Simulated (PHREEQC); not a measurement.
Make-up at 20 °C: 0.061 mol/kgw CdCl2, 0.014 mol/kgw NaOH and 0.051 mol/kgw HCl. Closed to the air; pH follows from the charge balance.

Equilibrium calculation in PHREEQC: ion-association model, wateq4f.dat.

The ionic strength comes out as 0.123 mol/kgw. What activity coefficients do H+, CdCl3-, Cd+2, Cl-, Na+ get?

H+ 0.82, CdCl3- 0.77, Cd+2 0.35, Cl- 0.75, Na+ 0.77.

No solid was allowed to form.
